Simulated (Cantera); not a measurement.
A closed system holds: 1 mol Fe2O3, 0.32 mol CH4, 12 mol N2, equilibrated at 0.00133 bar.

Equilibrium computed with Cantera from the NASA thermochemical tables; the gas is ideal and each condensed phase is pure. Candidate condensed phases: C, C6H6, C7H8, C8H18, Fe, Fe(CO)5, FeO, Fe(OH)2, Fe(OH)3, Fe2O3, Fe3O4, H2O; 140 gas species. Kinetics and transport are ignored.

**Question.** At 1902 °C, list the 4 most abundant gas species with their mole fractions, and the condensed phases.

**Answer.** N2 0.749, Fe 0.103, O2 0.0398, H2O 0.0281. Condensed: gas only.
